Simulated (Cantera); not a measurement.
Charge: 1 mol Na₂SO₄, 0.44 mol H₂O, 2.1 mol O₂, 0.096 mol H₂, at 0.000910 bar.

Equilibrium computed with Cantera from the NASA thermochemical tables; the gas is ideal and each condensed phase is pure. Candidate condensed phases: H₂O, H₂SO₄, Na, NaOH, NaO₂, Na₂O, Na₂O₂, Na₂S, Na₂SO₄, S; 27 gas species. Rates play no part. All values below are at 1177 °C.

Base state: O₂ 0.743, H₂O 0.175, NaOH 0.0314, SO₂ 0.0214, Na₂SO₄ 0.0177, Na 0.0114, OH 0.000520, NaO 8.14e-5 (mole fractions); condensed: Na₂SO₄(l).

**Question.** What changes in the equilibrium state with this change: H₂ from 0.096 to 2.2 mol?

**Answer.** 
```tsv
species	before	after
H₂O	0.175	0.609
O₂	0.743	0.263
NaOH	0.0314	0.0583
SO₂	0.0214	0.0365
Na	0.0114	0.0147
Na₂SO₄	0.0177	0.0177
H₂	6.36e-6	3.72e-5
O	5.74e-5	3.42e-5
OH	0.000520	0.000750
Na₂SO₄(l), mol	0.890	0.776
```
